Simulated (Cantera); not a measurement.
# Stirred combustor or abatement burner

A perfectly stirred reactor is fed with 6.82 % CO, 5.52 % H₂, 2.18 % CH₄, 12.5 % O₂, 72.9 % N₂, at 1500000 Pa; it is adiabatic with a 725 K inlet, and is followed from long to short residence time, starting on the burning branch (τ in s: 0.12, 0.058, 0.03, 0.015, 0.0076, 0.0038, 0.0019, 0.00098, 0.0005, 0.00025, 0.00013, 6.5e-05).

Cantera simulation using GRI-Mech 3.0 (53 species, 325 reactions); the numbers are that mechanism's predictions, not measurements. The pressure lies above the range GRI-Mech 3.0 was tuned for (to about 10 atm).

```
τ (s)    T (K)      x CO      x H₂     x CH₄      x NO   x H₂O   x CH₂O    x CH₃
-------  -----  --------  --------  --------  --------  ------  -------  -------
0.12      2132  0.000686  0.000147   2.34e-7   0.00145   0.105  3.51e-8  8.62e-8
0.058     2133  0.000734  0.000154   4.70e-7  0.000945   0.105  7.14e-8  1.74e-7
0.030     2133  0.000815  0.000167   8.75e-7  0.000606   0.104  1.34e-7  3.25e-7
0.015     2132  0.000972  0.000193   1.64e-6  0.000374   0.104  2.55e-7  6.12e-7
0.0076    2129   0.00125  0.000237   2.95e-6  0.000241   0.104  4.65e-7  1.10e-6
0.0038    2125   0.00172  0.000314   5.15e-6  0.000165   0.104  8.26e-7  1.91e-6
0.0019    2118   0.00247  0.000438   8.66e-6  0.000122   0.104  1.41e-6  3.17e-6
0.00098   2107   0.00357  0.000617   1.39e-5   9.68e-5   0.103  2.29e-6  4.97e-6
0.00050   2092   0.00519  0.000879   2.23e-5   7.88e-5   0.103  3.68e-6  7.66e-6
0.00025   2069   0.00758   0.00126   3.65e-5   6.40e-5   0.102  5.91e-6  1.18e-5
0.00013   2039    0.0107   0.00174   5.90e-5   5.19e-5   0.101  9.21e-6  1.76e-5
6.5e-5    1996    0.0154   0.00241  0.000102   4.04e-5  0.0996  1.49e-5  2.71e-5
```
x: mole fraction; the columns are a selection and need not sum to one.
